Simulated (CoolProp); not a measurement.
Saturation properties of cyclohexane.

The numbers come from the reference Helmholtz-energy equation of state, Zhou 2014 in CoolProp.

```tsv
T (°C)	p (MPa)	liquid density (kg/m³)	vapour density (kg/m³)	liquid viscosity (µPa s)
84.05	0.1119	716.1	3.303	396
87.65	0.1242	712.4	3.643	380
91.25	0.1376	708.7	4.009	365
94.85	0.1520	704.9	4.402	351
98.45	0.1676	701.2	4.825	338
102.15	0.1849	697.3	5.292	324
105.75	0.2030	693.5	5.778	312
109.35	0.2224	689.6	6.299	301
112.95	0.2433	685.7	6.855	290
116.55	0.2655	681.8	7.448	280
120.15	0.2893	677.9	8.080	270
```

It boils at 80.7 °C under 1 atm.

Viscosity comes from a separate model (Tariq 2014).
